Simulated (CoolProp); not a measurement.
Computed with CoolProp (reference Helmholtz-energy equation of state, Thol 2018).

Q: Give the vapour pressure (MPa), liquid density (kg/m³), vapour density (kg/m³), enthalpy of vaporisation (kJ/kg) of saturated hydrogen chloride at -26.35, -20.55 °C.

A: 
```csv
T (°C),p (MPa),liquid density (kg/m³),vapour density (kg/m³),enthalpy of vaporisation (kJ/kg)
-26.35,1.21,1020,25.5,365
-20.55,1.45,1000,30.5,354
```
